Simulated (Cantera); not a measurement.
Source: NASA polynomial tables (part measured, part estimated), evaluated in Cantera. Values are per mole of reaction as written; species without (g) are pure solids or liquids, kept so even where they would boil at 1 bar.

**Question.** Between 1900 and 2400 K, where is each reaction favourable under standard conditions?
- AlN → Al + N(g)
- 2 AlN → 2 Al(g) + N2(g)

**Answer.** 
- AlN → Al + N(g): ΔG° is 459 kJ at 1900 K and 367 kJ at 2400 K; it stays positive (K < 1). ΔH° is 809 kJ and ΔS° 184 J/K at 2400 K.
- 2 AlN → 2 Al(g) + N2(g): ΔG° is 404 kJ at 1900 K and 179 kJ at 2400 K; it stays positive (K < 1). ΔH° is 1252 kJ and ΔS° 447 J/K at 2400 K.
